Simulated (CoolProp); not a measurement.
Properties of R410A along the isobar 0.101 MPa (Tc = 71.3 °C, pc = 4.901 MPa, ω = 0.296).

Computed with CoolProp (reference Helmholtz-energy equation of state, Lemmon 2003). It is a pseudo-pure fit of the blend.

| T (°C) | phase | Z | cp (kJ/(kg K)) | cv (kJ/(kg K)) | expansivity (1/kK) |
|---|---|---|---|---|---|
| 9.35 | gas | 0.9840 | 0.8041 | (withheld) | 3.760 |
| 23.85 | gas | 0.9867 | 0.8213 | 0.6983 | 3.536 |
| 38.35 | gas | 0.9889 | 0.8401 | 0.7186 | 3.343 |
| 52.85 | gas | 0.9906 | 0.8599 | 0.7395 | 3.174 |
| 67.35 | gas | 0.9920 | 0.8802 | (withheld) | 3.023 |
| 81.85 | gas | 0.9931 | (withheld) | 0.7822 | 2.888 |
| 96.35 | gas | 0.9940 | 0.9218 | 0.8036 | 2.765 |
| 110.85 | gas | 0.9948 | 0.9426 | 0.8249 | 2.654 |
| 125.35 | gas | 0.9955 | 0.9632 | 0.8459 | 2.552 |
| 139.85 | gas | 0.9960 | 0.9836 | 0.8666 | 2.457 |
| 154.35 | gas | 0.9965 | 1.004 | 0.8869 | 2.370 |
| 168.85 | gas | 0.9969 | 1.023 | 0.9068 | 2.289 |
| 183.35 | gas | 0.9973 | (withheld) | 0.9262 | 2.214 |
| 197.85 | gas | 0.9976 | 1.061 | 0.9452 | 2.144 |
| 212.35 | gas | 0.9979 | 1.080 | 0.9636 | 2.078 |
| 226.85 | gas | 0.9981 | 1.098 | 0.9816 | 2.016 |

Task: Fill in the missing entries.

Result: 
- 9.35, cv (kJ/(kg K)): 0.6790
- 67.35, cv (kJ/(kg K)): 0.7608
- 81.85, cp (kJ/(kg K)): 0.9010
- 183.35, cp (kJ/(kg K)): 1.043
